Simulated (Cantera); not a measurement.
Adiabatic ignition

An adiabatic, constant-volume homogeneous reactor starts with C₃H₈ : O₂ : N₂ = 1 : 5.43 : 41.8 (molar parts), at 1650 K and 0.530 bar.

Model: GRI-Mech 3.0 (53 species, 325 reactions), integrated in Cantera. GRI-Mech 3.0 was tuned for natural gas; its chemistry of propane as a main component is partial and can be far from experiment.

```
t (s)     T (K)  P (bar)   x C₃H₈    x O₂      x O     x CH₄   x H₂O₂
--------  -----  -------  -------  ------  -------  --------  -------
3.00e-6    1642    0.528   0.0198   0.112  9.74e-6   5.59e-6  3.13e-7
7.98e-6    1630    0.525   0.0179   0.112  1.52e-5   5.40e-5  1.91e-6
2.12e-5    1623    0.527   0.0121   0.108  3.31e-5  0.000485  2.44e-6
5.64e-5    2105    0.720  3.65e-9  0.0537  0.00241  0.000480  5.03e-7
0.000150   2317    0.792   <1e-12  0.0242   0.0118    <1e-12  5.90e-8
0.000399   2459    0.834   <1e-12  0.0222  0.00825    <1e-12  5.22e-8
0.00106    2603    0.875   <1e-12  0.0193  0.00492    <1e-12  6.75e-8
0.00282    2639    0.884   <1e-12  0.0174  0.00393    <1e-12  7.69e-8
0.00751    2633    0.882   <1e-12  0.0161  0.00368    <1e-12  7.36e-8
0.0200     2631    0.881   <1e-12  0.0157  0.00359    <1e-12  7.23e-8
0.0531     2631    0.881   <1e-12  0.0157  0.00359    <1e-12  7.23e-8
0.141      2631    0.881   <1e-12  0.0157  0.00359    <1e-12  7.23e-8
0.376      2631    0.881   <1e-12  0.0157  0.00359    <1e-12  7.23e-8
1.00       2631    0.881   <1e-12  0.0157  0.00359    <1e-12  7.23e-8
```
x: mole fraction; the columns are a selection and need not sum to one.

The time of steepest temperature rise is 56.1 µs and the temperature at 1.00 s comes out as 2631 K. The equilibrium temperature comes out as 2631 K and the x(C₃H₈) at 1.00 s comes out as <1e-12 (gas-phase equilibrium <1e-12). The x(O₂) at 1.00 s comes out as 0.0157 (gas-phase equilibrium 0.0157). The x(O) at 1.00 s is 0.00359 (gas-phase equilibrium 0.00359).
